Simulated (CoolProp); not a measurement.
Properties of c-C4F8 (RC318) along the isotherm 434.1 K.

The numbers come from the reference Helmholtz-energy equation of state, Platzer 1990 in CoolProp. This equation is an older, rougher fit.

```
p (MPa)  phase  density (kg/m³)  cp (kJ/(kg K))  speed of sound (m/s)  viscosity (µPa s)  Prandtl number
-------  -----  ---------------  --------------  --------------------  -----------------  --------------
0.0926     gas            5.170          0.9694                 136.4               16.7           0.753
0.185      gas            10.41          0.9718                 135.5               16.7           0.755
0.278      gas            15.76          0.9744                 134.6               16.8           0.756
0.37       gas            21.14          0.9770                 133.6               16.8           0.757
0.463      gas            26.67          0.9798                 132.7               16.9           0.759
0.556      gas            32.29          0.9827                 131.7               16.9           0.761
0.648      gas            37.94          0.9858                 130.7               17.0           0.764
0.741      gas            43.75          0.9890                 129.8               17.1           0.766
0.833      gas            49.61          0.9923                 128.8               17.1           0.769
0.926      gas            55.63          0.9959                 127.8               17.2           0.772
1.02       gas            61.83          0.9996                 126.8               17.3           0.775
1.11       gas            67.88           1.003                 125.8               17.4           0.779
1.2        gas            74.05           1.007                 124.8               17.5           0.782
1.3        gas            81.04           1.012                 123.6               17.7           0.787
1.39       gas            87.46           1.017                 122.6               17.8           0.791
```

Viscosity comes from a separate model (Huber 2003), an estimate that may be off by 10 % or more. Thermal conductivity comes from a separate model (Huber 2003), an estimate that may be off by 10 % or more.
